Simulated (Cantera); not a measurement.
A closed system holds: 1 mol Fe2O3, 0.086 mol SO3, 3.5 mol N2, at 1 atm.

Equilibrium computed with Cantera from the NASA thermochemical tables; the gas is ideal and each condensed phase is pure. Candidate condensed phases: Fe, FeO, FeS, FeSO4, FeS2, Fe2O3, Fe2(SO4)3, Fe3O4, S; 19 gas species. Rates play no part.

Task: At 1350 K, list the 5 most abundant gas species with their mole fractions, and the condensed phases.

Result: N2 0.964, SO2 0.0235, O2 0.0117, SO3 0.000224, NO 0.000141. Condensed: Fe2O3(s).
